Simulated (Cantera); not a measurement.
A closed system holds: 1 mol Si, 3.4 mol H2, 5.6 mol HCl, held at 8250 Torr.

Method: chemical equilibrium by Gibbs-energy minimisation in Cantera with the NASA 1993 tables (ideal gas, pure condensed phases). Candidate condensed phases: Si; 19 gas species. The tables' values for SiCl3 are old estimates; treat these amounts as uncertain. The numbers say what is thermodynamically allowed, not how fast it happens. All values below are at 1423 K.

Base state: H2 0.645, HCl 0.230, SiCl4 0.0954, SiHCl3 0.0208, SiCl3 0.00603, SiCl2 0.00151, SiH2Cl2 0.000688 (mole fractions); condensed: gas only.

What changes in the equilibrium state with this change: HCl from 5.6 to 3.1 mol?


```tsv
species	before	after
H2	0.645	0.790
HCl	0.230	0.0621
SiCl4	0.0954	0.0554
SiCl2	0.00151	0.0147
SiHCl3	0.0208	0.0547
SiCl3	0.00603	0.0144
SiH3Cl	6.60e-6	0.000358
SiH2Cl2	0.000688	0.00823
Si(s), mol	0	0.147
```
